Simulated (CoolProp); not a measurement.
Computed with CoolProp (reference Helmholtz-energy equation of state, de Reuck 1990).

Q: Give the vapour pressure (MPa), enthalpy of vaporisation (kJ/kg), surface tension (mN/m) of saturated fluorine at 128.9, 134.5 K.

A: 
| T (K) | p (MPa) | enthalpy of vaporisation (kJ/kg) | surface tension (mN/m) |
|---|---|---|---|
| 128.9 | 2.60 | 107 | 2.63 |
| 134.5 | 3.40 | 90.0 | 1.52 |

Surface tension comes from a separate correlation (Mulero 2012).
